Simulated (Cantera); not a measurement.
A closed system holds: 1 mol MgCO₃, 0.54 mol O₂, 4.8 mol CO₂, 0.25 mol H₂S, at 1000 Pa.

Cantera equilibrium calculation (NASA polynomials, part measured and part estimated; ideal gas, pure solids and liquids). Candidate condensed phases: C, C₆H₆, C₇H₈, C₈H₁₈, H₂O, H₂SO₄, Mg, MgCO₃, MgO, Mg(OH)₂, MgS, MgSO₄, S; 130 gas species. Kinetics and transport are ignored.

Q: At 698 K, list the 3 most abundant gas species with their mole fractions, and the condensed phases.

A: CO₂ 0.952, H₂O 0.0411, O₂ 0.00657. Condensed: MgO(s) + MgSO₄(s).
